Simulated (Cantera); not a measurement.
A perfectly stirred reactor is fed with CH4 : H2O : H2 = 1 : 0.67 : 0.78 (molar parts), at 0.217 atm; it is held at 1425 K, and followed from long to short residence time.

Computed with Cantera and GRI-Mech 3.0 (53 species, 325 reactions). GRI-Mech 3.0 stops at C3 and has no aromatics, soot or wall deposition, so with more carbon than oxygen in the feed, carbon stays in small species such as C2H2 where larger ones or solid carbon would form.

x: mole fraction; the columns are a selection and need not sum to one.

```json
[
 {"τ (s)": "12", "x CH4": "0.204", "x H2O": "0.225", "x H2": "0.495", "x HCO": "3.54e-11", "x CH3": "[?]"},
 {"τ (s)": "4.3", "x CH4": "0.282", "x H2O": "0.247", "x H2": "0.425", "x HCO": "2.24e-11", "x CH3": "[?]"},
 {"τ (s)": "1.5", "x CH4": "0.347", "x H2O": "0.262", "x H2": "0.369", "x HCO": "2.20e-11", "x CH3": "[?]"},
 {"τ (s)": "0.53", "x CH4": "0.383", "x H2O": "0.269", "x H2": "0.339", "x HCO": "2.29e-11", "x CH3": "9.54e-5"},
 {"τ (s)": "0.19", "x CH4": "0.399", "x H2O": "0.272", "x H2": "0.326", "x HCO": "2.23e-11", "x CH3": "9.76e-5"},
 {"τ (s)": "0.067", "x CH4": "0.405", "x H2O": "0.273", "x H2": "0.321", "x HCO": "1.93e-11", "x CH3": "9.50e-5"},
 {"τ (s)": "0.024", "x CH4": "0.407", "x H2O": "0.273", "x H2": "0.319", "x HCO": "1.28e-11", "x CH3": "[?]"},
 {"τ (s)": "0.0083", "x CH4": "0.408", "x H2O": "0.273", "x H2": "0.319", "x HCO": "4.85e-12", "x CH3": "[?]"},
 {"τ (s)": "0.0029", "x CH4": "0.408", "x H2O": "0.273", "x H2": "0.318", "x HCO": "<1e-12", "x CH3": "[?]"}
]
```

Q: Complete the blanks.

A: 
- 12, x CH3: 5.61e-5
- 4.3, x CH3: 7.31e-5
- 1.5, x CH3: 8.75e-5
- 0.024, x CH3: 8.63e-5
- 0.0083, x CH3: 6.98e-5
- 0.0029, x CH3: 4.90e-5
